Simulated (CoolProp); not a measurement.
Computed with CoolProp (reference Helmholtz-energy equation of state, Lemmon 2016).

Problem. For R227EA, give the phase and the expansivity (1/kK), conductivity (mW/(m K)), Prandtl number, fugacity coefficient at 307.2 K and 20 bar; 391.1 K and 20 bar.

Solution. 
- 307.2 K and 20 bar: liquid; expansivity 3.21, conductivity 58.3, Prandtl number 4.53, fugacity coefficient 0.273
- 391.1 K and 20 bar: gas; expansivity 6.45, conductivity 23.4, Prandtl number 0.785, fugacity coefficient 0.805

Viscosity comes from a separate model (Huber 2003), an estimate that may be off by 10 % or more. Thermal conductivity comes from a separate model (Huber 2003), an estimate that may be off by 10 % or more.
